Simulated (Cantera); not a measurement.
Charge: 1 mol Si3N4, 3.5 mol H2O, 30 mol N2, equilibrated at 1.00 bar.

Equilibrium computed with Cantera from the NASA thermochemical tables; the gas is ideal and each condensed phase is pure. Candidate condensed phases: H2O, Si, SiO2, Si2N2O, Si3N4; 35 gas species. Mutual solubility and eutectic melting of coexisting phases are not modelled. The tables hold silica as quartz up to 1696 K and as liquid above; real silica turns to tridymite and cristobalite and melts near 1996 K. The numbers say what is thermodynamically allowed, not how fast it happens.

Problem. Which condensed phases are stable at each of these points (T (°C)): 975, 1075, 1175, 1275, 1375, 1475, 1575, 1675, 1775, 1875?

Solution. 
```csv
T (°C),condensed phases,Si condensed (%)
975,SiO2(β-quartz) + Si2N2O(s),100.0
1075,SiO2(β-quartz) + Si2N2O(s),100.0
1175,SiO2(β-quartz) + Si2N2O(s),100.0
1275,SiO2(β-quartz) + Si2N2O(s),100.0
1375,SiO2(β-quartz) + Si2N2O(s),99.9
1475,SiO2(condensed) + Si2N2O(s),99.2
1575,SiO2(condensed) + Si2N2O(s),95.1
1675,SiO2(condensed) + Si2N2O(s),74.1
1775,SiO2(l),16.4
1875,SiO2(l),15.6
```

From 975 °C to 1375 °C the condensed part is SiO2(β-quartz) + Si2N2O(s). From 1475 °C to 1675 °C the condensed part is SiO2(condensed) + Si2N2O(s). From 1775 °C to 1875 °C the condensed part is SiO2(l).
